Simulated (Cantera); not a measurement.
An adiabatic, constant-pressure homogeneous reactor starts with CH₄ : CO : O₂ : N₂ = 1 : 0.31 : 1.44 : 5.4 (molar parts), equivalence ratio 1.5, at 1773 K and 100000 Pa. Integrator tolerance rtol = 1e-08.

Cantera simulation using GRI-Mech 3.0 (53 species, 325 reactions); the numbers are that mechanism's predictions, not measurements.

| quantity | before | after |
|---|---|---|
| time of steepest temperature rise | 0.146 ms | 75.1 µs |
| temperature at 2.00 s | 2838 K | 2898 K |
| equilibrium temperature | 2838 K | 2898 K |
| x(CH₄) at 2.00 s | <1e-12 (gas-phase equilibrium <1e-12) | <1e-12 (gas-phase equilibrium <1e-12) |
| x(CO) at 2.00 s | 0.110 (gas-phase equilibrium 0.110) | 0.110 (gas-phase equilibrium 0.110) |
| x(O₂) at 2.00 s | 0.00349 (gas-phase equilibrium 0.00349) | 0.00269 (gas-phase equilibrium 0.00269) |
| x(H₂O) at 2.00 s | 0.142 (gas-phase equilibrium 0.142) | 0.147 (gas-phase equilibrium 0.147) |
| x(CO₂) at 2.00 s | 0.0363 (gas-phase equilibrium 0.0363) | 0.0371 (gas-phase equilibrium 0.0371) |
| x(CH₂CO) at 2.00 s | <1e-12 (gas-phase equilibrium <1e-12) | <1e-12 (gas-phase equilibrium <1e-12) |

Question: What was changed between the two runs?
A. pressure from 100000 Pa to 220000 Pa
B. pressure from 100000 Pa to 22000 Pa
C. initial temperature 1773 to 1575 K
D. pressure from 100000 Pa to 1000000 Pa

Answer: A, pressure from 100000 Pa to 220000 Pa
